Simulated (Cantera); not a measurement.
Feed: 1 mol CH₃SiCl₃, 0.03 mol C₂H₄, 11 mol H₂, at 0.230 bar.

Cantera equilibrium calculation (NASA polynomials, part measured and part estimated; ideal gas, pure solids and liquids). Candidate condensed phases: C, C₆H₆, C₇H₈, C₈H₁₈, Si, SiC; 109 gas species. The feed counts by its element totals alone. The tables' values for SiCl, SiCl₃ are old estimates; treat these amounts as uncertain. Gases not in the tables: Si₂H₆ and higher silanes. Kinetics and transport are ignored.

x: gas mole fraction; n: condensed amount in mol.

| T (°C) | x H₂ | x HCl | x H | x SiCl₄ | x CH₄ | x SiCl₂ | x C₂H₂ (acetylene) | n C(graphite) | n SiC(s) |
|---|---|---|---|---|---|---|---|---|---|
| 727 | 0.862 | 0.0871 | 4.39e-9 | 0.0325 | 0.0163 | 5.84e-6 | 9.83e-10 | 0.309 | 0.533 |
| 877 | 0.824 | 0.156 | 1.41e-7 | 0.0140 | 0.00366 | 7.97e-5 | 3.19e-8 | 0.228 | 0.781 |
| 1027 | 0.796 | 0.198 | 2.06e-6 | 0.00320 | 0.00115 | 0.000388 | 4.59e-7 | 0.109 | 0.935 |
| 1177 | 0.790 | 0.208 | 1.75e-5 | 0.000557 | 0.000474 | 0.00100 | 3.85e-6 | 0.0833 | 0.970 |
| 1327 | 0.789 | 0.208 | 0.000101 | 0.000115 | 0.000234 | 0.00198 | 2.17e-5 | 0.0908 | 0.965 |
| 1477 | 0.790 | 0.206 | … | … | … | … | … | … | 0.948 |
| 1627 | 0.791 | 0.202 | 0.00147 | 9.22e-6 | 8.08e-5 | 0.00518 | 0.000302 | 0.126 | 0.924 |
| 1777 | 0.790 | 0.197 | 0.00420 | 3.30e-6 | 5.35e-5 | 0.00729 | 0.000838 | 0.142 | 0.894 |
| 1927 | 0.785 | 0.190 | … | … | … | … | … | 0.146 | 0.856 |
| 2077 | 0.773 | 0.182 | 0.0229 | 5.57e-7 | 2.68e-5 | 0.0118 | 0.00427 | 0.133 | 0.797 |
| 2227 | 0.747 | 0.169 | 0.0453 | 2.45e-7 | 1.92e-5 | 0.0136 | 0.00808 | 0.123 | 0.649 |

**Question.** What belongs in the gaps?

**Answer.** 
- 1927, x H: 0.0104
- 1927, x SiCl₄: 1.31e-6
- 1927, x CH₄: 3.73e-5
- 1927, x SiCl₂: 0.00957
- 1927, x C₂H₂ (acetylene): 0.00201
- 1477, x H: 0.000431
- 1477, x SiCl₄: 2.97e-5
- 1477, x CH₄: 0.000131
- 1477, x SiCl₂: 0.00338
- 1477, x C₂H₂ (acetylene): 9.08e-5
- 1477, n C(graphite): 0.107
